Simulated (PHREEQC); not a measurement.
PHREEQC input (ion-association model, wateq4f.dat):

```
SOLUTION_MASTER_SPECIES
  Amm  AmmH+  0  AmmH  17.031  # ammonia with no redox link, constants of NH4+
SOLUTION_SPECIES
  AmmH+ = AmmH+
    -log_k 0
  AmmH+ = Amm + H+
    -log_k -9.252
    -delta_h 12.48 kcal
    -analytic 0.6322 -0.001225 -2835.76
    -gamma 2.5 0.0
  AmmH+ + SO4-2 = AmmHSO4-
    -log_k 1.11
    -gamma 5.0 0.0
PHASES
  Amm(g)
    Amm = Amm
    -log_k 1.770
    -delta_h -8.170 kcal
EXCHANGE_SPECIES
  AmmH+ + X- = AmmHX
    -log_k 0.6
SOLUTION 1
  temp 90
  units mol/kgw
  pH 7 charge
  F 0.323142
  Amm 0.160074
  Si 3.7e-05
  B 0.00073
SOLUTION 2
  temp 90
  units mol/kgw
  pH 7 charge
  Amm 0.028
END
SELECTED_OUTPUT 1
  -reset false
  -pH true
  -pe true
  -ionic_strength true
  -water true
  -totals Amm B F Si
  -molalities H+ H3BO3 F- H4SiO4 H3SiO4- H2SiO4-2 H2BO3- O2 OH- BF(OH)3-
    BF2(OH)2- BF3OH- BF4- SiF6-2 HF HF2- H2F2 AmmH+ Amm
  -equilibrium_phases Chalcedony
PRINT
  -reset false
MIX 1
  1 1
  2 0
EQUILIBRIUM_PHASES 1
  Chalcedony 0 0
  O2(g) -0.68 10
END
# ... the last block is repeated for the other 20 points of share of solution B
```

Selected output (columns that matter, 18 of 21 rows; share of solution B added in front):

```
share of solution B	pH	mu	Amm	B	F	Si	m_H+	m_H3BO3	m_F-	m_H4SiO4	m_OH-	m_BF2(OH)2-	m_BF4-	m_SiF6-2
0	3.5805	0.16043	0.16007	0.00073	0.32314	3.7e-05	0.00033477	6.8298e-09	0.1097	9.2949e-13	2.0215e-09	1.1303e-06	0.00071946	3.7e-05
0.05	3.5941	0.15382	0.15347	0.0006935	0.30698	3.515e-05	0.00032372	7.8082e-09	0.10687	1.1557e-12	2.0756e-09	1.1915e-06	0.00068289	3.515e-05
0.1	3.6087	0.1472	0.14687	0.000657	0.29083	3.33e-05	0.00031225	9.0103e-09	0.10398	1.4582e-12	2.1359e-09	1.2615e-06	0.00064631	3.33e-05
0.2	3.6419	0.13397	0.13366	0.000584	0.25851	2.96e-05	0.00028783	1.2409e-08	0.097968	2.4469e-12	2.2806e-09	1.4366e-06	0.00057309	2.96e-05
0.25	3.6608	0.12735	0.12706	0.0005475	0.24236	2.775e-05	0.00027475	1.4864e-08	0.094837	3.2725e-12	2.3689e-09	1.5483e-06	0.00053643	2.775e-05
0.3	3.6819	0.12073	0.12045	0.000511	0.2262	2.59e-05	0.000261	1.811e-08	0.091616	4.493e-12	2.4717e-09	1.6826e-06	0.00049973	2.59e-05
0.35	3.7054	0.11411	0.11385	0.0004745	0.21004	2.405e-05	0.00024646	2.2517e-08	0.088299	6.3646e-12	2.5931e-09	1.8471e-06	0.00046298	2.405e-05
0.4	3.7321	0.10749	0.10724	0.000438	0.19388	2.22e-05	0.00023102	2.8697e-08	0.084878	9.364e-12	2.7394e-09	2.0534e-06	0.00042616	2.22e-05
0.45	3.7627	0.10086	0.10064	0.0004015	0.17773	2.035e-05	0.00021452	3.7717e-08	0.081346	1.4438e-11	2.9196e-09	2.3193e-06	0.00038923	2.035e-05
0.55	3.8415	0.087616	0.087433	0.0003285	0.14541	1.665e-05	0.00017755	7.4192e-08	0.07391	4.178e-11	3.4485e-09	3.1704e-06	0.00031483	1.665e-05
0.6	3.8944	0.080989	0.080829	0.000292	0.12926	1.48e-05	0.00015651	1.1458e-07	0.069984	8.2177e-11	3.8635e-09	3.9069e-06	0.00027712	1.48e-05
0.65	3.9623	0.074359	0.074225	0.0002555	0.1131	1.295e-05	0.00013325	1.9601e-07	0.0659	1.8854e-10	4.4779e-09	5.098e-06	0.00023869	1.295e-05
0.7	4.0546	0.067726	0.067622	0.000219	0.096942	1.11e-05	0.00010719	3.9348e-07	0.061642	5.5162e-10	5.4871e-09	7.2852e-06	0.00019875	1.1099e-05
0.75	4.1928	0.061087	0.061018	0.0001825	0.080785	9.2499e-06	7.7535e-05	1.0463e-06	0.057188	2.5104e-09	7.4677e-09	1.2215e-05	0.00015485	9.2474e-06
0.8	4.4437	0.054436	0.054414	0.000146	0.064628	7.3999e-06	4.3248e-05	5.006e-06	0.052508	3.2741e-08	1.3161e-08	2.7867e-05	9.5891e-05	7.3672e-06
0.9	7.1448	0.03231	0.041207	7.3e-05	0.032314	3.7e-06	8.3754e-08	6.9281e-05	0.032299	3.657e-06	6.3178e-06	3.0071e-07	1.699e-12	7.8238e-16
0.95	7.7409	0.016182	0.034603	3.65e-05	0.016157	1.85e-06	2.0543e-08	3.2884e-05	0.016155	1.7719e-06	2.3703e-05	9.437e-09	9.4762e-16	2.7634e-20
1	9.2443	0.00067365	0.028	0	0	0	5.8856e-10	0	0	0	0.00067365	0	0	0
```

Species that the database lacks are ignored. Constants without temperature data keep their 25 °C values here. SiF6-2 is the database's only silicon fluoride. Real BF4- forms and hydrolyses slowly; the run takes it at equilibrium.
